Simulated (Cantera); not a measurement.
A closed system holds: 1 mol Al2O3, 2 mol O2, at 75.0 Torr.

Equilibrium computed with Cantera from the NASA thermochemical tables; the gas is ideal and each condensed phase is pure. Candidate condensed phases: Al, Al2O3; 9 gas species. The numbers say what is thermodynamically allowed, not how fast it happens. All values below are at 1652 °C.

Base state: O2 0.999, O 0.00116 (mole fractions); condensed: Al2O3(s).

Task: What changes in the equilibrium state with this change: Al2O3 replaced by SiO2?

Result: 
| species | before | after |
|---|---|---|
| O2 | 0.999 | 0.999 |
| O | 0.00116 | 0.00116 |
| Al2O3(s), mol | 1.00 | 0 |
| SiO2(condensed), mol | 0 | 1.000 |
The tables hold silica as quartz up to 1696 K and as liquid above; real silica turns to tridymite and cristobalite and melts near 1996 K. Further candidate phases: Si, SiO2.
